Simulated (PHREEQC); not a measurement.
Dissolve 0.54 mol Na2SO4, 0.14 mol K2SO4 and 0.2 mol KBr per kg of water at 5.8 °C. Closed to the air; pH follows from the charge balance.

The numbers come from PHREEQC with the ion-association model, phreeqc.dat.

No solid was allowed to form.

Q: Order these S species by the share of S that they hold, largest first: KSO4-, NaSO4-, SO4-2.

A: SO4-2 (54 %), NaSO4- (33 %), KSO4- (13 %)

The ionic strength is 1.62 mol/kgw. The ionic strength is past about 0.7 mol/kgw, beyond the range of this activity model, so the values are rough. Species that the database lacks are ignored. Constants without temperature data keep their 25 °C values here.
